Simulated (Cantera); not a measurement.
A closed system holds: 1 mol SiH₄, 0.21 mol NH₃, 3.7 mol H₂, held at 1223.15 K and 1330 Pa.

Method: chemical equilibrium by Gibbs-energy minimisation in Cantera with the NASA 1993 tables (ideal gas, pure condensed phases). Candidate condensed phases: Si, Si₃N₄; 18 gas species. Mutual solubility and eutectic melting of coexisting phases are not modelled. Rates play no part.

Base state: H₂ 1.000 (mole fractions); condensed: Si(s) + Si₃N₄(s).

### Question
What changes in the equilibrium state with this change: temperature from 1223.15 K to 1948.15 K?

### Answer
```json
[
 {"species": "H₂", "before": "1.000", "after": "0.971"},
 {"species": "N₂", "before": "4.32e-6", "after": "0.0170"},
 {"species": "H", "before": "2.61e-6", "after": "0.00966"},
 {"species": "Si", "before": "<1e-9", "after": "0.00175"},
 {"species": "SiH", "before": "<1e-9", "after": "0.000153"},
 {"species": "Si₂", "before": "<1e-9", "after": "1.59e-5"},
 {"species": "Si₂N", "before": "<1e-9", "after": "1.07e-5"},
 {"species": "SiH₂", "before": "1.88e-8", "after": "7.62e-5"},
 {"species": "Si(s), mol", "before": "0.843", "after": "0"},
 {"species": "Si₃N₄(s), mol", "before": "0.0525", "after": "0"},
 {"species": "Si(l), mol", "before": "0", "after": "0.987"}
]
```
Gases not in the tables: Si₂H₆ and higher silanes.
